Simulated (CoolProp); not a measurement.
Aqueous potassium formate as a coolant, at 30 °C, 1 atm.

Computed with CoolProp (Melinder's fits for secondary coolants).

| mass % | freezing point (°C) | viscosity (mPa s) | conductivity (W/(m K)) | Prandtl number | density (kg/m³) |
|---|---|---|---|---|---|
| 5.1 | -2.3 | 0.888 | 0.602 | 5.88 | 1028 |
| 8.1 | -3.9 | 0.925 | 0.595 | 6.03 | 1045 |
| 11.1 | -5.6 | 0.961 | ? | 6.16 | ? |
| 14.1 | -7.4 | 1.00 | 0.583 | 6.31 | 1081 |
| 17.1 | -9.5 | 1.05 | 0.578 | 6.51 | 1100 |
| 20.1 | -11.7 | 1.11 | 0.573 | 6.75 | 1119 |
| 23.2 | -14.3 | 1.19 | 0.567 | ? | 1140 |
| 26.2 | -17.1 | 1.27 | 0.561 | 7.38 | 1160 |
| 29.2 | -20.3 | 1.35 | 0.555 | 7.73 | 1180 |
| 32.2 | -23.8 | 1.43 | 0.548 | 8.08 | 1201 |
| 35.2 | -27.7 | ? | 0.541 | 8.45 | 1222 |

### Question
Fill in the missing entries.

### Answer

- 11.1, conductivity (W/(m K)): 0.589
- 11.1, density (kg/m³): 1063
- 23.2, Prandtl number: 7.05
- 35.2, viscosity (mPa s): 1.52
